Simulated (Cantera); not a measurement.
Feed: 1 mol Si3N4, 2.9 mol O2, 6.1 mol H2, at 9500 Pa.

These are equilibrium values from Cantera (NASA tables, ideal gas, pure condensed phases), not measurements of a reactor. Candidate condensed phases: H2O, Si, SiO2, Si2N2O, Si3N4; 35 gas species. Mutual solubility and eutectic melting of coexisting phases are not modelled. The tables hold silica as quartz up to 1696 K and as liquid above; real silica turns to tridymite and cristobalite and melts near 1996 K. Kinetics and transport are ignored.

Problem. Which condensed phases are stable at each of these points (T (K)): 998, 1073, 1148, 1223, 1298, 1373, 1448, 1523, 1598, 1673, 1748, 1823, 1898?

Solution. 
```json
[
 {"T (K)": "998", "condensed phases": "SiO2(β-quartz) + Si2N2O(s)", "Si condensed (%)": "100.0"},
 {"T (K)": "1073", "condensed phases": "SiO2(β-quartz) + Si2N2O(s)", "Si condensed (%)": "100.0"},
 {"T (K)": "1148", "condensed phases": "SiO2(β-quartz) + Si2N2O(s)", "Si condensed (%)": "100.0"},
 {"T (K)": "1223", "condensed phases": "SiO2(β-quartz) + Si2N2O(s)", "Si condensed (%)": "100.0"},
 {"T (K)": "1298", "condensed phases": "SiO2(β-quartz) + Si2N2O(s)", "Si condensed (%)": "100.0"},
 {"T (K)": "1373", "condensed phases": "SiO2(β-quartz) + Si2N2O(s)", "Si condensed (%)": "100.0"},
 {"T (K)": "1448", "condensed phases": "SiO2(β-quartz) + Si2N2O(s)", "Si condensed (%)": "100.0"},
 {"T (K)": "1523", "condensed phases": "SiO2(β-quartz) + Si2N2O(s)", "Si condensed (%)": "100.0"},
 {"T (K)": "1598", "condensed phases": "SiO2(β-quartz) + Si2N2O(s)", "Si condensed (%)": "99.7"},
 {"T (K)": "1673", "condensed phases": "SiO2(β-quartz) + Si2N2O(s)", "Si condensed (%)": "98.6"},
 {"T (K)": "1748", "condensed phases": "SiO2(condensed) + Si2N2O(s)", "Si condensed (%)": "93.4"},
 {"T (K)": "1823", "condensed phases": "SiO2(condensed)", "Si condensed (%)": "93.0"},
 {"T (K)": "1898", "condensed phases": "SiO2(condensed)", "Si condensed (%)": "92.3"}
]
```

From 998 K to 1673 K the condensed part is SiO2(β-quartz) + Si2N2O(s). At 1748 K the condensed part is SiO2(condensed) + Si2N2O(s). From 1823 K to 1898 K the condensed part is SiO2(condensed).
